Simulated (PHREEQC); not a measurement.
A solution holds 0.0095 mol/kgw HF, 0.0009 mol/kgw NH4F and 0.0026 mol/kgw (NH4)2SiF6, at 25 °C. Closed to the air; pH follows from the charge balance.

Model: ion-association model, phreeqc.dat, run in PHREEQC.

Each row changes one thing in this solution. Precipitation was switched off in this run.

```csv
case,pH,ionic strength (mol/kgw),HF (mol/kgw),F- (mol/kgw),HF2- (mol/kgw),NH3 (mol/kgw)
as made,2.72,0.0108,0.00734,0.00290,8.16e-5,1.64e-9
HF from 0.0095 to 0.019 mol/kgw,2.53,0.0120,0.0155,0.00393,0.000234,…
temperature from 25 to 20 °C,2.70,0.0109,…,0.00299,7.98e-5,…
(NH4)2SiF6 replaced by NH4HF2 at the same molality,2.82,0.00512,0.0103,0.00492,0.000194,1.22e-9
HF replaced by NaHF2 at the same molality,3.21,0.0188,…,0.0107,0.000347,4.91e-9
```

What belongs in the gaps?


- HF from 0.0095 to 0.019 mol/kgw, NH3 (mol/kgw): 1.04e-9
- temperature from 25 to 20 °C, HF (mol/kgw): 0.00725
- temperature from 25 to 20 °C, NH3 (mol/kgw): 1.10e-9
- HF replaced by NaHF2 at the same molality, HF (mol/kgw): 0.00847

SiF6-2 is the database's only silicon fluoride.
